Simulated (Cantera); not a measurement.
An adiabatic, constant-volume homogeneous reactor starts with CH4 : O2 : N2 = 1 : 1.43 : 5.37 (molar parts), at 1550 K and 500000 Pa.

Detailed kinetics in Cantera: GRI-Mech 3.0 (53 species, 325 reactions). Above 3000 K some thermodynamic fits are extrapolated.

Task: Predict: time of steepest temperature rise; temperature at 0.600 s; equilibrium temperature; x(O2) at 0.600 s; x(H2O) at 0.600 s; x(OH) at 0.600 s.

Result: 
```
Property                                                             Value
---------------------------------  ---------------------------------------
time of steepest temperature rise                                 0.222 ms
temperature at 0.600 s                                              3085 K
equilibrium temperature                                             3085 K
x(O2) at 0.600 s                   0.00239 (gas-phase equilibrium 0.00239)
x(H2O) at 0.600 s                      0.160 (gas-phase equilibrium 0.160)
x(OH) at 0.600 s                     0.0144 (gas-phase equilibrium 0.0144)
```
